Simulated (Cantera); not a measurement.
Feed: 1 mol CH₃SiCl₃, 0.04 mol C₂H₂, 37 mol H₂, 0.15 mol C₂H₄, held at 2300 K and 100000 Pa.

Cantera equilibrium calculation (NASA polynomials, part measured and part estimated; ideal gas, pure solids and liquids). Candidate condensed phases: C, C₆H₆, C₇H₈, C₈H₁₈, Si, SiC; 109 gas species. The feed counts by its element totals alone. The tables' values for SiCl are old estimates; treat these amounts as uncertain. Gases not in the tables: Si₂H₆ and higher silanes. Equilibrium is a limit: real reactors are often held back by kinetics, nucleation or transport.

Base state: H₂ 0.914, HCl 0.0706, H 0.00925, C₂H₂ (acetylene) 0.00395, SiCl₂ 0.00137, Cl 0.000515, CH₄ 0.000179, Si 0.000134 (mole fractions); condensed: C(graphite) + SiC(s).

Q: What changes in the equilibrium state with this change: temperature from 2300 K to 2423.15 K?

A: 
| species | before | after |
|---|---|---|
| H₂ | 0.914 | 0.904 |
| HCl | 0.0706 | 0.0689 |
| H | 0.00925 | 0.0169 |
| C₂H₂ (acetylene) | 0.00395 | 0.00595 |
| SiCl₂ | 0.00137 | 0.00178 |
| Si₂C | 1.09e-5 | 6.59e-5 |
| SiC₂ | 1.85e-5 | 9.92e-5 |
| C(graphite), mol | 0.118 | 0 |
| SiC(s), mol | 0.929 | 0.873 |
